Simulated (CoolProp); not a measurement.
Aqueous magnesium chloride as a coolant, at -10 °C, 1 atm.

Computed with CoolProp (Melinder's fits for secondary coolants).

```csv
mass %,freezing point (°C),conductivity (W/(m K)),density (kg/m³),cp (kJ/(kg K)),viscosity (mPa s)
13.9,(withheld),0.512,1126,3.332,(withheld)
16.4,-19.7,0.507,1150,3.200,5.44
18.8,-25.4,0.501,(withheld),3.082,6.23
21.2,-32.5,0.493,1198,2.974,8.77
23.7,-42.9,0.480,1229,2.872,21.6
26.1,(withheld),0.458,(withheld),2.783,(withheld)
28.5,(withheld),0.422,1310,2.701,4860
```

### Question
Fill in the missing entries.

### Answer

- 13.9, freezing point (°C): -14.7
- 13.9, viscosity (mPa s): 4.97
- 18.8, density (kg/m³): 1173
- 26.1, freezing point (°C): -57.7
- 26.1, density (kg/m³): 1265
- 26.1, viscosity (mPa s): 140
- 28.5, freezing point (°C): -80.3
